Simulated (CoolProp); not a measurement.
The fluoroketone C6F12O (FK-5-1-12) along the isotherm 500 K: Z from the reference equation and from simpler models built on Tc = 441.8 K, pc = 1.869 MPa, ω = 0.471; each cubic takes its own stable root.

Computed with CoolProp (reference Helmholtz-energy equation of state, McLinden 2015).

```csv
p (MPa),phase,reference
1.87,supercritical,0.7602
3.74,supercritical,0.5177
5.61,supercritical,0.5202
7.48,supercritical,0.6058
9.35,supercritical,0.7031
11.2,supercritical,0.8015
13.1,supercritical,0.9026
15,supercritical,1.003
16.8,supercritical,1.097
18.7,supercritical,1.195
```

Task: How far does each simpler model (van der Waals, Redlich-Kwong, Peng-Robinson) lie from the reference over these 10 states: mean and median of the absolute difference, and the worst?

Result: 
- van der Waals: mean 19.8 %, median 23.7 %, worst +26.9 % at 500 K and 18.7 MPa
- Redlich-Kwong: mean 2.2 %, median 1.5 %, worst -7.9 % at 500 K and 3.74 MPa
- Peng-Robinson: mean 4.1 %, median 4.7 %, worst -6.9 % at 500 K and 18.7 MPa
